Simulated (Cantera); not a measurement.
A Cantera script and what it prints.

```python
import numpy as np
import cantera as ct

gas_names = """
    Cr CrN H H2 N NH NH2 NH3 N2 N2H2 N2H4
""".split()
cond_names = """
    Cr(cr) Cr(L) CrN(s) Cr2N(s)
""".split()


def load(file, names, dense=False):
    # The tables refer to 1 bar. Condensed volumes are neglected.
    table = {s.name: s for s in ct.Species.list_from_file(file)}
    out = []
    for n in names:
        d = dict(table[n].input_data)
        d["thermo"] = dict(d["thermo"], **{"reference-pressure": 1e5})
        if dense:
            d["equation-of-state"] = {"model": "constant-volume", "density": "1e6 g/cm^3"}
        out.append(ct.Species.from_dict(d))
    return out


gas = ct.Solution(thermo="ideal-gas", species=load("nasa_gas.yaml", gas_names))
cond = {s.name: ct.Solution(thermo="fixed-stoichiometry", species=[s], name=s.name)
        for s in load("nasa_condensed.yaml", cond_names, dense=True)}
atoms = {
    'Cr': {'Cr': 1},
    'N2': {'N': 2},
    'H2': {'H': 2},
}
top_T = {'CrN(s)': 1900, 'Cr2N(s)': 1900}  # K; cautious upper limits of use, not melting points


def equilibrate(T, P, feed):
    n = {}
    for name, mol in feed.items():
        for a, k in atoms[name].items():
            n[a] = n.get(a, 0.0) + k * mol
    gas.TPX = T, P, n
    mass = sum(n.values()) * gas.mean_molecular_weight
    gas.equilibrate("TP")
    valid = [c for c in cond.values() if c.min_temp <= T <= top_T.get(c.name, c.max_temp)]
    mix = ct.Mixture([(gas, mass / gas.mean_molecular_weight)] + [(c, 0.0) for c in valid])
    mix.T, mix.P = T, P
    mix.equilibrate("TP", solver="vcs", rtol=1e-11, max_steps=5000)
    return mix


results = []
feed = {'Cr': 1, 'N2': 12, 'H2': 3.5}  # mol
T = 2223  # K
P = 4.8  # Pa
mix = equilibrate(T, P, feed)
results.append((T, P, feed, dict(zip(mix.species_names, mix.species_moles))))
print(gas.report(threshold=1e-06))
for i in range(1, mix.n_phases):
    print(f"{mix.phase(i).name:16s} {mix.phase_moles(i):12.5e} mol")
```

It prints:

```
       temperature   2223 K
          pressure   4.8 Pa
           density   5.4759e-06 kg/m^3
  mean mol. weight   21.086 kg/kmol
   phase of matter   gas

                          1 kg             1 kmol
                     ---------------   ---------------
          enthalpy        6.1836e+06        1.3038e+08  J
   internal energy         5.307e+06         1.119e+08  J
           entropy             15008        3.1646e+05  J/K
    Gibbs function        -2.718e+07        -5.731e+08  J
 heat capacity c_p            1516.4             31975  J/K
 heat capacity c_v            1122.1             23661  J/K

                      mass frac. Y      mole frac. X     chem. pot. / RT
                     ---------------   ---------------   ---------------
                Cr           0.13156          0.053352           -15.222
                 H          0.011444           0.23939           -16.235
                H2         0.0064091          0.067034           -32.469
                 N        1.2548e-06        1.8889e-06           -18.846
                N2           0.85058           0.64022           -37.693
     [   +6 minor]        2.4439e-08        1.5142e-08

Cr(L)             0.00000e+00 mol
```

Method: chemical equilibrium by Gibbs-energy minimisation in Cantera with the NASA 1993 tables (ideal gas, pure condensed phases).
